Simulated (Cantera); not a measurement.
A closed system holds: 1 mol BN, 10 mol HF, 0.56 mol H2, held at 0.100 bar.

Equilibrium computed with Cantera from the NASA thermochemical tables; the gas is ideal and each condensed phase is pure. Candidate condensed phases: B, BN; 31 gas species. The numbers say what is thermodynamically allowed, not how fast it happens. All values below are at 1198 K.

Base state: HF 0.663, H2 0.195, BF3 0.0947, N2 0.0473 (mole fractions); condensed: gas only.

Q: What changes in the equilibrium state with this change: 0.26 mol Cl2 added?

A: 
| species | before | after |
|---|---|---|
| HF | 0.663 | 0.647 |
| H2 | 0.195 | 0.166 |
| BF3 | 0.0947 | 0.0924 |
| HCl | 0 | 0.0481 |
| N2 | 0.0473 | 0.0462 |
Further candidate phases: NH4Cl.
